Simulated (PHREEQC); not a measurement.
Polishing slurry liquid: speciation

Consider water at 25 °C with 0.0029 mol/kgw H2SO4 and 0.29 mol/kgw Al(NO3)3. Closed to the air; pH follows from the charge balance.

The numbers come from PHREEQC with the ion-association model, phreeqc.dat.

Each row changes one thing in this solution. No solid was allowed to form.

```tsv
case	pH	ionic strength (mol/kgw)	SO4-2 (mol/kgw)	HSO4- (mol/kgw)
as made	2.36	1.73	0.000245	1.33e-5
0.0086 mol/kgw NaCl added	2.36	1.74	0.000245	1.33e-5
Al(NO3)3 replaced by NaNO3 at the same molality	2.36	0.297	0.00192	0.000277
Al(NO3)3 from 0.29 to 0.261 mol/kgw	2.36	1.56	0.000253	1.51e-5
Al(NO3)3 left out	2.33	0.00720	0.00215	0.000750
temperature from 25 to 40 °C	2.34	1.73	0.000225	1.74e-5
```

The ionic strength passes 0.7 mol/kgw, the rough limit of the ion-association models, in as made; 0.0086 mol/kgw NaCl added; Al(NO3)3 from 0.29 to 0.261 mol/kgw; temperature from 25 to 40 °C. Complexes and solids missing from the database can't appear. Constants without temperature data keep their 25 °C values here.
